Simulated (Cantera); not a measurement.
What does this Cantera script print?

```python
import numpy as np
import cantera as ct

gas_names = [...]  # 77 gases of nasa_gas.yaml made of C, H, Ti
cond_names = """
    C(gr) C6H6(L) C7H8(L) C8H18(L),n-octa Ti(a) Ti(b) Ti(L) TiC(s) TiC(L)
""".split()


# ... load() reads the species with a 1 bar reference pressure and builds the phases ...
atoms = {
    'TiC': {'Ti': 1, 'C': 1},
    'C': {'C': 1},
    'H2': {'H': 2},
}
top_T = {'C(gr)': 4500}  # K; cautious upper limits of use, not melting points


# ... equilibrate(T, P, feed) seeds the gas with the atoms and calls Mixture.equilibrate('TP', solver="vcs", rtol=1e-11, max_steps=5000) ...
results = []
feed = {'TiC': 1, 'C': 0.02, 'H2': 0.47}  # mol
T = 2150  # K
P = 1333.22  # Pa
mix = equilibrate(T, P, feed)
results.append((T, P, feed, dict(zip(mix.species_names, mix.species_moles))))
print(gas.report(threshold=1e-05))
for i in range(1, mix.n_phases):
    print(f"{mix.phase(i).name:16s} {mix.phase_moles(i):12.5e} mol")
```

It prints:

```
       temperature   2150 K
          pressure   1333.2 Pa
           density   0.00015102 kg/m^3
  mean mol. weight   2.0249 kg/kmol
   phase of matter   gas

                          1 kg             1 kmol
                     ---------------   ---------------
          enthalpy        3.2505e+07        6.5819e+07  J
   internal energy        2.3676e+07        4.7943e+07  J
           entropy        1.1222e+05        2.2724e+05  J/K
    Gibbs function       -2.0878e+08       -4.2275e+08  J
 heat capacity c_p             16928             34277  J/K
 heat capacity c_v             12822             25963  J/K

                      mass frac. Y      mole frac. X     chem. pot. / RT
                     ---------------   ---------------   ---------------
    C2H2,acetylene          0.023969          0.001864           -29.913
                 H          0.017837          0.035831           -12.035
                H2           0.95805           0.96229           -24.069
     [  +74 minor]        0.00013941        1.1424e-05

C(gr)             1.82078e-02 mol
Ti(L)             0.00000e+00 mol
TiC(s)            1.00000e+00 mol
```

Method: chemical equilibrium by Gibbs-energy minimisation in Cantera with the NASA 1993 tables (ideal gas, pure condensed phases). TiC: taken at fixed stoichiometry.
